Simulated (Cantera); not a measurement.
A perfectly stirred reactor is fed with 10.4 % CH₄, 18.8 % O₂, 70.8 % N₂, equivalence ratio 1.1, at 11300 Torr; it is adiabatic with a 650 K inlet, and is followed from long to short residence time, starting on the burning branch (τ in s: 0.077, 0.027, 0.0098, 0.0035, 0.0012, 0.00045, 0.00016, 5.7e-05, 2e-05, 7.2e-06).

Model: GRI-Mech 3.0 (53 species, 325 reactions), integrated in Cantera. The pressure lies above the range GRI-Mech 3.0 was tuned for (to about 10 atm).

One state of this run: T (K) = 2454; x CH₄ = 1.61e-5; x O₂ = 0.000867; x CH₂CO = 3.61e-8; x N₂O = 2.31e-7; x C₂H₆ = 2.11e-10; x H = 0.000746; x C₂H₂ = 4.92e-8. x: mole fraction; the columns are a selection and need not sum to one.

Q: Which value of τ (s) does it belong to?
(A) 0.00045
(B) 0.00016
(C) 0.0035
(D) 5.7e-5

A: C, 0.0035
